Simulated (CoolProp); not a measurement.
Saturation properties of CHF3 (R23) (Tc = 299.3 K, pc = 4832 kPa, ω = 0.263).

Computed with CoolProp (reference Helmholtz-energy equation of state, Penoncello 2003).

```tsv
T (K)	p (kPa)	enthalpy of vaporisation (kJ/kg)	liquid cp (kJ/(kg K))
223.7	489.8	209.4	1.327
230.2	632.4	202.4	…
236.6	801.4	195.0	1.390
243	…	…	1.431
249.5	1243	178.2	1.482
255.9	…	168.8	…
262.3	1839	158.3	…
268.7	2208	146.7	1.744
```

Problem. Some entries are withheld; supply them.

Solution. 
- 230.2, liquid cp (kJ/(kg K)): 1.356
- 243, p (kPa): 1002
- 243, enthalpy of vaporisation (kJ/kg): 187.0
- 255.9, p (kPa): 1519
- 255.9, liquid cp (kJ/(kg K)): 1.546
- 262.3, liquid cp (kJ/(kg K)): 1.630

It boils at 191.1 K under 1 atm.
